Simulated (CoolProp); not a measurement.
Vapour-liquid equilibrium of cyclohexane (1) + dimethyl carbonate (2) at 0.0443 MPa; x and y are mole fractions of (1).

Values from CoolProp's multi-fluid Helmholtz-energy mixture model, Zhou 2014 and Zhou 2011; pair parameters Bell 2016.

| x | bubble temperature (K) | y at the bubble point | dew temperature at overall composition x (K) | liquid density (mol/L) |
|---|---|---|---|---|
| 0.05 | 333.5 | 0.235 | 338.2 | 11.09 |
| 0.125 | 328.3 | 0.416 | 336.4 | 10.91 |
| 0.2 | 325.4 | 0.505 | 334.4 | 10.71 |
| 0.275 | 323.9 | 0.555 | 332.4 | 10.49 |
| 0.35 | 323.1 | 0.584 | 330.2 | 10.28 |
| 0.425 | 322.7 | 0.603 | 328.0 | 10.08 |
| 0.5 | 322.4 | 0.616 | 325.6 | 9.893 |
| 0.575 | 322.3 | 0.628 | 323.3 | 9.715 |
| 0.65 | 322.3 | 0.643 | 322.3 | 9.548 |
| 0.725 | 322.4 | 0.663 | 323.2 | 9.391 |
| 0.8 | 322.7 | 0.696 | 324.5 | 9.244 |
| 0.875 | 323.7 | 0.754 | 326.1 | 9.101 |
| 0.95 | 325.8 | 0.864 | 327.6 | 8.954 |

y crosses x between x = 0.575 and 0.65: the model has an azeotrope there.

The pair parameters rest on a limited set of measurements; away from them the model extrapolates.
